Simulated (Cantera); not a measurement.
A closed system holds: 1 mol CH₃Cl, 1.1 mol F₂, 0.076 mol H₂, at 1000 Pa.

These are equilibrium values from Cantera (NASA tables, ideal gas, pure condensed phases), not measurements of a reactor. Candidate condensed phases: C, C₆H₆, C₇H₈, C₈H₁₈; 118 gas species. Gases not in the tables: C₂F₆ and larger saturated fluorocarbons. The numbers say what is thermodynamically allowed, not how fast it happens. All values below are at 1148 K.

Base state: HF 0.689, HCl 0.304, Cl₂ 0.00459, Cl 0.00182, CF₄ 0.00101, CClF₃ 1.97e-5 (mole fractions); condensed: C(graphite).

What changes in the equilibrium state with this change: 0.27 mol Cl₂ added?


```tsv
species	before	after
HF	0.689	0.568
HCl	0.304	0.363
Cl₂	0.00459	0.0429
CF₄	0.00101	0.0200
CCl₂F₂	4.16e-7	1.73e-5
CClF₃	1.97e-5	0.000565
Cl	0.00182	0.00555
C(graphite), mol	0.997	0.930
```

What changes in the equilibrium state with this change: H₂ from 0.076 to 5.6 mol?


```
species            before    after
----------------  -------  -------
H₂                1.12e-8    0.632
HF                  0.689    0.253
HCl                 0.304    0.115
Cl₂               0.00459    <1e-9
CF₄               0.00101    <1e-9
CH₄                 <1e-9  9.50e-5
C(graphite), mol    0.997    0.999
```
